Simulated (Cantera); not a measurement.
Charge: 1 mol B2H6, 5.2 mol H2, at 1275 K and 133 Pa.

Equilibrium computed with Cantera from the NASA thermochemical tables; the gas is ideal and each condensed phase is pure. Candidate condensed phases: B; 7 gas species. The feed counts by its element totals alone. Equilibrium is a limit: real reactors are often held back by kinetics, nucleation or transport.

Base state: H2 1.000, H 2.02e-5 (mole fractions); condensed: B(s).

Problem. What changes in the equilibrium state with this change: 1.3 mol HF added?

Solution. 
```csv
species,before,after
H2,1.000,0.950
BF3,0,0.0417
BHF2,0,0.00543
BF2,0,0.00132
HF,0,0.000992
"B(s), mol",2.00,1.55
```
The tables' values for BF2 are old estimates; treat these amounts as uncertain.

Problem. What changes in the equilibrium state with this change: B2H6 replaced by borazine?

Solution. 
| species | before | after |
|---|---|---|
| H2 | 1.000 | 1.000 |
| H | 2.02e-5 | 2.02e-5 |
| B(s), mol | 2.00 | 0 |
| BN(s), mol | 0 | 3.00 |
Further candidate phases: BN.
